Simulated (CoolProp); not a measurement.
A simple Rankine cycle with R236EA: condensing at 316.15 K, boiler at 1.86 MPa, turbine inlet 396.2 K, turbine efficiency 0.85, pump efficiency 0.8, no recuperator. Each further row changes one setting.

Computed with CoolProp (reference Helmholtz-energy equation of state, Rui 2013).

```csv
case,thermal efficiency (%),net work (kJ/kg),heat in (kJ/kg),turbine exit temperature (K),volume ratio over the turbine
as stated,10.9,22.2,203,353.3,5.72
condensing temperature 308.15 K,12.1,26.0,214,348.2,7.35
boiler pressure 1.3 MPa,[?],18.8,[?],365.9,[?]
turbine efficiency 0.75,[?],19.5,203,356.2,5.78
```

**Question.** Some entries are withheld; supply them.

**Answer.** 
- boiler pressure 1.3 MPa, thermal efficiency (%): 8.9
- boiler pressure 1.3 MPa, heat in (kJ/kg): 212
- boiler pressure 1.3 MPa, volume ratio over the turbine: 3.69
- turbine efficiency 0.75, thermal efficiency (%): 9.6
